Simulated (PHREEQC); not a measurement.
Solution (55 °C): 0.0033 mol/kgw KH2PO4 and 0.021 mol/kgw K2HPO4. Closed to the air; pH follows from the charge balance.

Equilibrium calculation in PHREEQC: ion-association model, phreeqc.dat.

Precipitation was switched off in this run.

Predict the pH, specific conductance, ionic strength.

pH 7.64; specific conductance 7780 µS/cm; ionic strength 0.0649 mol/kgw.

In which forms is P present?

HPO4-2 83 %, H2PO4- 14 %, KHPO4- 2.9 % of the P.

Species that the database lacks are ignored. Constants without temperature data keep their 25 °C values here.
